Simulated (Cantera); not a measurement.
## Hydrocarbon pyrolysis for carbon deposition

An isothermal, constant-pressure homogeneous reactor starts with C2H6 : H2 = 1 : 4.2 (molar parts), at 1400 K and 3400 Pa.

Detailed kinetics in Cantera: GRI-Mech 3.0 (53 species, 325 reactions). GRI-Mech 3.0 stops at C3 and has no aromatics, soot or wall deposition, so with more carbon than oxygen in the feed, carbon stays in small species such as C2H2 where larger ones or solid carbon would form. Radical loss at walls, strong at low pressure, is not modelled.

```
t (s)      x C2H6   x H2     x CH2    x C2H2       x H
--------  -------  -----  --------  --------  --------
2.00e-6     0.192  0.808    <1e-12    <1e-12   3.29e-7
1.10e-5     0.192  0.808  1.25e-10  1.43e-12   4.55e-6
6.03e-5     0.191  0.807   9.88e-9   9.03e-9   3.93e-5
0.000331    0.176  0.806   2.74e-7   2.08e-5  0.000187
0.00182    0.0653  0.782   5.49e-7   0.00298  0.000348
0.0100    0.00176  0.772   3.57e-8    0.0234  0.000120
0.0549    5.92e-5  0.776   1.59e-9    0.0424   2.38e-5
0.302     1.73e-5  0.782  6.15e-10    0.0678   1.50e-5
1.66      8.87e-6  0.789  6.17e-10    0.0954   1.56e-5
9.10      7.96e-6  0.793  6.07e-10    0.0984   1.59e-5
50.0      5.65e-6  0.808  5.52e-10     0.107   1.75e-5
```
x: mole fraction; the columns are a selection and need not sum to one.

Equilibrium at this temperature and pressure: C2H6 1.69e-6, H2 0.844, CH2 3.05e-10, C2H2 0.127, H 2.44e-5 (gas phase only).
